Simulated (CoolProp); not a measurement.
The fluid at 298.15 K and 0.864 MPa is compressed adiabatically to 2.95 MPa with isentropic efficiency 1. The same conditions are run with several fluids, on thermodynamics alone (safety and materials aside).

The numbers come from the reference Helmholtz-energy equation of state of each fluid (CH2F2 (R32): Tillner-Roth 1997; nitrogen: Span 2000; CF4 (R14): Platzer 1990; ethylene: Smukala 2000; ethane: Bücker 2006) in CoolProp. The equations of Platzer and Polt are older, rougher fits.

```tsv
fluid	work (kJ/kg)	final temperature (K)	final density (kg/m³)
CH2F2 (R32)	57.3	380.5	57.7
nitrogen	131	424.1	23.2
CF4 (R14)	36.2	354.3	92.8
ethylene	115	377.4	28.6
ethane	102	365.3	33.3
```
